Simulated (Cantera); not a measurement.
Gas-phase reforming

An isothermal, constant-pressure homogeneous reactor starts with CH₄ : CO₂ = 1 : 4 (molar parts), at 1425 K and 180 Torr.

Detailed kinetics in Cantera: GRI-Mech 3.0 (53 species, 325 reactions).

| t (s) | x CH₄ | x CO₂ | x H₂ | x HO₂ | x CH₂ | x H₂O |
|---|---|---|---|---|---|---|
| 8.00e-5 | 0.200 | 0.800 | 4.42e-7 | <1e-12 | <1e-12 | 1.64e-8 |
| 0.000247 | 0.200 | 0.800 | 1.38e-6 | <1e-12 | <1e-12 | 5.14e-8 |
| 0.000763 | 0.200 | 0.800 | 4.30e-6 | <1e-12 | 8.02e-12 | 1.60e-7 |
| 0.00235 | 0.200 | 0.800 | 1.39e-5 | <1e-12 | 5.93e-11 | 5.19e-7 |
| 0.00727 | 0.200 | 0.800 | 5.01e-5 | <1e-12 | 1.96e-10 | 1.91e-6 |
| 0.0224 | 0.200 | 0.800 | 0.000203 | <1e-12 | 4.39e-10 | 8.33e-6 |
| 0.0693 | 0.199 | 0.800 | 0.00101 | <1e-12 | 9.95e-10 | 5.42e-5 |
| 0.214 | 0.194 | 0.797 | 0.00523 | <1e-12 | 1.41e-9 | 0.000548 |
| 0.660 | 0.180 | 0.783 | 0.0175 | <1e-12 | 1.20e-9 | 0.00498 |
| 2.04 | 0.150 | 0.736 | 0.0315 | <1e-12 | 1.22e-9 | 0.0300 |
| 6.29 | 0.0901 | 0.616 | 0.0319 | <1e-12 | 2.35e-9 | 0.106 |
| 19.4 | 0.0273 | 0.463 | 0.0443 | <1e-12 | 3.82e-9 | 0.178 |
| 60.0 | 0.0136 | 0.357 | 0.0771 | <1e-12 | 1.42e-9 | 0.177 |
x: mole fraction; the columns are a selection and need not sum to one.

Equilibrium at this temperature and pressure: CH₄ 3.21e-9, CO₂ 0.265, H₂ 0.122, HO₂ <1e-12, CH₂ <1e-12, H₂O 0.164 (gas phase only).
